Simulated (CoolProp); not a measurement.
Values from CoolProp's reference Helmholtz-energy equation of state, Zhou 2011.

Task: Give the vapour pressure (MPa), enthalpy of vaporisation (kJ/kg), liquid cp (kJ/(kg K)), surface tension (mN/m) of saturated dimethyl carbonate at 454.4 K.

Result: 
```json
[
 {"T (K)": "454.4", "p (MPa)": "0.954", "enthalpy of vaporisation (kJ/kg)": "301", "liquid cp (kJ/(kg K))": "2.25", "surface tension (mN/m)": "7.86"}
]
```

Surface tension comes from a separate correlation (Mulero 2014).
